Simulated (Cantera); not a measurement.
Input: 1 mol SiCl4, 3.2 mol N2, equilibrated at 1575 K and 0.0580 bar.

Equilibrium computed with Cantera from the NASA thermochemical tables; the gas is ideal and each condensed phase is pure. Candidate condensed phases: Si, Si3N4; 13 gas species. The tables' values for SiCl3 are old estimates; treat these amounts as uncertain. The numbers say what is thermodynamically allowed, not how fast it happens.

Base state: N2 0.757, SiCl4 0.231, Cl 0.00578, SiCl3 0.00552, SiCl2 0.000345, Cl2 0.000217 (mole fractions); condensed: gas only.

Problem. What changes in the equilibrium state with this change: temperature from 1575 K to 1698.15 K?

Solution. 
```csv
species,before,after
N2,0.757,0.748
SiCl4,0.231,0.217
Cl,0.00578,0.0178
SiCl3,0.00552,0.0148
SiCl2,0.000345,0.00199
Cl2,0.000217,0.000505
```
